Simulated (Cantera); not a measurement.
Charge: 1 mol Cu2O, 0.99 mol CO, 1.5 mol N2, at 2500 K and 0.0133 bar.

Cantera equilibrium calculation (NASA polynomials, part measured and part estimated; ideal gas, pure solids and liquids). Candidate condensed phases: C, Cu, CuO, Cu2O; 27 gas species. The numbers say what is thermodynamically allowed, not how fast it happens.

Base state: Cu 0.411, N2 0.306, CO 0.122, CO2 0.0815, O2 0.0452, O 0.0267, NO 0.00664, CuO 0.000727 (mole fractions); condensed: gas only.

**Question.** What changes in the equilibrium state with this change: pressure from 0.0133 bar to 0.100 bar?

**Answer.** 
```csv
species,before,after
Cu,0.411,0.421
N2,0.306,0.317
CO2,0.0815,0.129
CO,0.122,0.0817
O,0.0267,0.00844
O2,0.0452,0.0339
Cu2,0.000202,0.00159
CuO,0.000727,0.00177
```

**Question.** What changes in the equilibrium state with this change: pressure from 0.0133 bar to 0.133 bar?

**Answer.** 
```json
[
 {"species": "Cu", "before": "0.411", "after": "0.422"},
 {"species": "N2", "before": "0.306", "after": "0.318"},
 {"species": "CO2", "before": "0.0815", "after": "0.135"},
 {"species": "CO", "before": "0.122", "after": "0.0765"},
 {"species": "O", "before": "0.0267", "after": "0.00709"},
 {"species": "O2", "before": "0.0452", "after": "0.0319"},
 {"species": "Cu2", "before": "0.000202", "after": "0.00213"},
 {"species": "CuO", "before": "0.000727", "after": "0.00198"},
 {"species": "NO", "before": "0.00664", "after": "0.00569"}
]
```
